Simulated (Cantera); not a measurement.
**N2O + H2 (abatement and gas-phase synthesis)**

Feed: 1 mol N2O, a varied amount of H2, equilibrated at 1050 K and 1.35 Torr.

Cantera equilibrium calculation (NASA polynomials, part measured and part estimated; ideal gas, pure solids and liquids). Candidate condensed phases: H2O; 24 gas species. Kinetics and transport are ignored.

| n(H2) (mol) | x H2 | x N2 | x H2O | x O2 | x NO |
|---|---|---|---|---|---|
| 0.67 | 1.04e-8 | 0.545 | 0.365 | 0.0899 | 2.87e-5 |
| 0.88 | 2.20e-8 | 0.515 | 0.454 | 0.0309 | 1.64e-5 |
| 1.1 | 0.0476 | 0.476 | 0.476 | <1e-12 | 7.64e-12 |
| 1.5 | 0.200 | 0.400 | 0.400 | <1e-12 | 1.40e-12 |
| 1.9 | 0.310 | 0.345 | 0.345 | <1e-12 | <1e-12 |
| 2.5 | 0.429 | 0.286 | 0.286 | <1e-12 | <1e-12 |
| 3.3 | 0.535 | 0.233 | 0.233 | <1e-12 | <1e-12 |
| 4.3 | 0.623 | 0.189 | 0.189 | <1e-12 | <1e-12 |
| 5.6 | 0.697 | 0.152 | 0.152 | <1e-12 | <1e-12 |
| 7.3 | 0.759 | 0.120 | 0.120 | <1e-12 | <1e-12 |
x: gas mole fraction; nothing condenses.

From 0.67 mol H2 to 7.3 mol H2 nothing is condensed.
